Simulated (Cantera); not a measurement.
Charge: 1 mol Si₃H₈, 29 mol N₂, at 2.50 mbar.

Cantera equilibrium calculation (NASA polynomials, part measured and part estimated; ideal gas, pure solids and liquids). Candidate condensed phases: Si, Si₃N₄; 18 gas species. The feed counts by its element totals alone. N₂ is the only nitrogen source here; it is nearly inert below about 1500 K, so the nitride shown seldom forms there in practice. The tables' values for SiN are old estimates; treat these amounts as uncertain. The numbers say what is thermodynamically allowed, not how fast it happens.

x: gas mole fraction; n: condensed amount in mol.

| T (K) | x N₂ | x H₂ | x H | x Si | x Si₂N | x SiN | x SiH | n Si₃N₄(s) | n Si(l) |
|---|---|---|---|---|---|---|---|---|---|
| 925 | 0.871 | 0.129 | 1.87e-9 | <1e-12 | <1e-12 | <1e-12 | <1e-12 | 1.00 | 0 |
| 1000 | 0.871 | 0.129 | 1.63e-8 | <1e-12 | <1e-12 | <1e-12 | <1e-12 | 1.00 | 0 |
| 1075 | 0.871 | 0.129 | 1.05e-7 | <1e-12 | <1e-12 | <1e-12 | <1e-12 | 1.00 | 0 |
| 1150 | 0.871 | 0.129 | 5.36e-7 | <1e-12 | <1e-12 | <1e-12 | <1e-12 | 1.00 | 0 |
| 1225 | 0.871 | 0.129 | 2.24e-6 | ___ | <1e-12 | <1e-12 | <1e-12 | 1.00 | 0 |
| 1300 | 0.871 | 0.129 | 7.95e-6 | ___ | <1e-12 | 1.04e-11 | 9.65e-12 | 1.00 | 0 |
| 1375 | 0.871 | 0.129 | 2.46e-5 | ___ | 3.78e-12 | 2.29e-10 | 2.15e-10 | 1.00 | 0 |
| 1450 | 0.871 | 0.129 | 6.79e-5 | ___ | 2.03e-10 | 3.64e-9 | 3.47e-9 | 1.000 | 0 |
| 1525 | 0.871 | 0.129 | 0.000170 | ___ | 7.31e-9 | 4.39e-8 | 4.23e-8 | 1.000 | 0 |
| 1600 | 0.871 | 0.129 | 0.000390 | ___ | 1.86e-7 | 4.17e-7 | 4.06e-7 | 1.000 | 0 |
| 1675 | 0.871 | 0.129 | 0.000833 | ___ | 3.53e-6 | 3.23e-6 | 3.17e-6 | 0.999 | 0 |
| 1750 | 0.878 | 0.120 | 0.00161 | ___ | 2.47e-5 | 1.45e-5 | 1.38e-5 | 0 | 2.98 |

**Question.** What belongs in the gaps?

**Answer.** 
- 1225, x Si: 1.27e-12
- 1300, x Si: 6.47e-11
- 1375, x Si: 2.13e-9
- 1450, x Si: 4.87e-8
- 1525, x Si: 8.13e-7
- 1600, x Si: 1.04e-5
- 1675, x Si: 0.000105
- 1750, x Si: 0.000600
